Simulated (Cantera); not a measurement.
Charge: 1 mol Fe(CO)5, 7 mol H2, equilibrated at 900 K and 10.0 Torr.

These are equilibrium values from Cantera (NASA tables, ideal gas, pure condensed phases), not measurements of a reactor. Candidate condensed phases: C, C6H6, C7H8, C8H18, Fe, Fe(CO)5, FeO, Fe(OH)2, Fe(OH)3, Fe2O3, Fe3O4, H2O; 114 gas species. Condensed phases not in the tables: cementite and carbon dissolved in iron. Rates play no part.

Base state: H2 0.585, CO 0.395, CO2 0.0116, H2O 0.00747, CH4 0.00142 (mole fractions); condensed: C(graphite) + Fe(α).

Question: What changes in the equilibrium state with this change: temperature from 900 K to 1398.15 K?

Answer: 
| species | before | after |
|---|---|---|
| H2 | 0.585 | 0.583 |
| CO | 0.395 | 0.417 |
| H | <1e-9 | 3.14e-5 |
| CO2 | 0.0116 | 4.73e-6 |
| H2O | 0.00747 | 1.43e-5 |
| CH4 | 0.00142 | 1.69e-5 |
| C(graphite), mol | 0.207 | 0 |
| Fe(α), mol | 1.00 | 0 |
| Fe(γ), mol | 0 | 1.000 |
